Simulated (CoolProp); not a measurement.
Octamethylcyclotetrasiloxane (D4) along the isotherm 346.85 °C: density (kg/m³) from the reference equation and from simpler models built on Tc = 313.4 °C, pc = 1347 kPa, ω = 0.598; each cubic takes its own stable root.

Computed with CoolProp (reference Helmholtz-energy equation of state, Thol 2015).

```tsv
p (kPa)	phase	reference
421	gas	26.74
842	gas	60.60
1260	gas	107.3
1680	supercritical	185.2
2110	supercritical	324.0
2530	supercritical	412.9
2950	supercritical	456.2
3370	supercritical	483.4
```

How far does each simpler model (van der Waals, Soave-Redlich-Kwong, Peng-Robinson) lie from the reference over these 8 states: mean and median of the absolute difference, and the worst?


- van der Waals: mean 11.3 %, median 10.4 %, worst +24.1 % at 346.85 °C and 1680 kPa
- Soave-Redlich-Kwong: mean 8.7 %, median 9.8 %, worst -16.2 % at 346.85 °C and 2530 kPa
- Peng-Robinson: mean 4.1 %, median 3.5 %, worst -9.0 % at 346.85 °C and 2530 kPa
